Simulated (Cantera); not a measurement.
Charge: 1 mol TEOS, 1.7 mol NO, held at 1075 K and 21.0 Pa.

Method: chemical equilibrium by Gibbs-energy minimisation in Cantera with the NASA 1993 tables (ideal gas, pure condensed phases). Candidate condensed phases: C, C6H6, C7H8, C8H18, H2O, Si, SiC, SiO2, Si2N2O, Si3N4; 151 gas species. The feed counts by its element totals alone. The numbers say what is thermodynamically allowed, not how fast it happens.

Base state: H2 0.687, CO 0.254, N2 0.0584 (mole fractions); condensed: C(graphite) + SiO2(β-quartz).

Question: What changes in the equilibrium state with this change: NO from 1.7 to 8.5 mol?

Answer: 
| species | before | after |
|---|---|---|
| H2 | 0.687 | 0.389 |
| CO | 0.254 | 0.308 |
| N2 | 0.0584 | 0.191 |
| H2O | 4.64e-6 | 0.0607 |
| CO2 | 1.85e-6 | 0.0517 |
| C(graphite), mol | 4.30 | 0 |
| SiO2(β-quartz), mol | 1.000 | 1.00 |

Question: What changes in the equilibrium state with this change: NO from 1.7 to 3.9 mol?

Answer: 
```csv
species,before,after
H2,0.687,0.560
CO,0.254,0.331
N2,0.0584,0.109
"C(graphite), mol",4.30,2.10
"SiO2(β-quartz), mol",1.000,1.000
```

Question: What changes in the equilibrium state with this change: temperature from 1075 K to 1675 K?

Answer: 
```tsv
species	before	after
H2	0.687	0.599
CO	0.254	0.342
N2	0.0584	0.0509
SiO	3.65e-8	0.00129
Si	<1e-9	2.78e-5
H	8.40e-7	0.00620
C(graphite), mol	4.30	1.33
SiO2(β-quartz), mol	1.000	0
SiC(s), mol	0	0.978
```
